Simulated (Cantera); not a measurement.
Cantera with NASA thermochemical tables; ideal gases at 1 bar, condensed phases pure. Values are per mole of reaction as written; species without (g) are pure solids or liquids, kept so even where they would boil at 1 bar.

CO₂(g) ⇌ 2 O(g) + C

```tsv
T (K)	ΔH° (kJ)	ΔS° (J/K)	ΔG° (kJ)	log10 K
1273	902.3	130.8	735.8	-30.19
1298	902.5	131.0	732.5	-29.48
1323	902.7	131.1	729.2	-28.79
1348	…	…	…	…
1373	903.1	131.4	722.7	-27.49
1398	903.3	131.5	719.4	-26.88
1423	903.5	131.7	716.1	-26.29
1448	903.7	131.8	712.8	-25.71
1473	…	…	…	…
1498	904.0	132.1	706.2	-24.62
1523	904.2	132.2	702.9	-24.11
```

Task: Some entries are withheld; supply them.

Result: 
- 1348, ΔH° (kJ): 902.9
- 1348, ΔS° (J/K): 131.3
- 1348, ΔG° (kJ): 726.0
- 1348, log10 K: -28.13
- 1473, ΔH° (kJ): 903.9
- 1473, ΔS° (J/K): 131.9
- 1473, ΔG° (kJ): 709.5
- 1473, log10 K: -25.16
